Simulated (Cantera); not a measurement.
Charge: 1 mol CHF3, 0.57 mol F2, at 2.20e-5 bar.

These are equilibrium values from Cantera (NASA tables, ideal gas, pure condensed phases), not measurements of a reactor. Candidate condensed phases: C, C6H6, C7H8, C8H18; 95 gas species. Equilibrium is a limit: real reactors are often held back by kinetics, nucleation or transport.

Which condensed phases are stable at each of these points (T (°C)): 1877, 1952, 2027, 2102, 2177, 2252, 2327, 2402, 2477, 2552, 2627, 2702, 2777, 2852?


```csv
T (°C),condensed phases,C condensed (%)
1877,C(graphite),88.2
1952,C(graphite),91.2
2027,C(graphite),91.2
2102,C(graphite),87.5
2177,C(graphite),75.2
2252,C(graphite),36.5
2327,gas only,0.0
2402,gas only,0.0
2477,gas only,0.0
2552,gas only,0.0
2627,gas only,0.0
2702,gas only,0.0
2777,gas only,0.0
2852,gas only,0.0
```

From 1877 °C to 2252 °C the condensed part is C(graphite). From 2327 °C to 2852 °C nothing is condensed.
